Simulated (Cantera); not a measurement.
Feed: 1 mol Si, 1.8 mol Br₂, 13 mol H₂, held at 0.133 bar.

Cantera equilibrium calculation (NASA polynomials, part measured and part estimated; ideal gas, pure solids and liquids). Candidate condensed phases: Br₂, Si; 19 gas species. The tables' values for SiBr₃ are old estimates; treat these amounts as uncertain. The numbers say what is thermodynamically allowed, not how fast it happens.

Problem. At 902 °C, list the 4 most abundant gas species with their mole fractions, and the condensed phases.

Solution. H₂ 0.867, HBr 0.0824, SiBr₄ 0.0310, SiBr₂ 0.0123. Condensed: Si(s).
